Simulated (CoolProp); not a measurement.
Vapour-liquid equilibrium of isobutane (1) + n-butane (2) at 248.4 K; x and y are mole fractions of (1).

Model: multi-fluid Helmholtz-energy mixture model, Bücker 2006 and Bücker 2006; pair parameters Kunz 2012, in CoolProp.

Question: Give the bubble pressure and the first vapour's composition at x = 0.05, 0.5, 0.65. Is there an azeotrope?

Answer: x = 0.05: 0.03750 MPa, y = 0.079; x = 0.5: 0.04776 MPa, y = 0.616; x = 0.65: 0.05115 MPa, y = 0.748. No azeotrope shows between x = 0.05 and 0.95.

The pair parameters rest on a limited set of measurements; away from them the model extrapolates.
